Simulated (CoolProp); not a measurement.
A Linde-Hampson liquefier for nitrogen: isothermal reversible compression at 290 K from 1 atm to 15 MPa, throttling to 1 atm, return gas leaving the recuperator 10 K below the feed. Each further row changes one setting.

The numbers come from the reference Helmholtz-energy equation of state, Span 2000 in CoolProp.

```csv
case,liquid yield per pass,compression work (kJ/kg of gas)
as stated,0.045,429
high pressure 30 MPa,0.076,493
warm-end temperature 320 K,0.027,476
warm-end gap 15 K,0.032,429
```
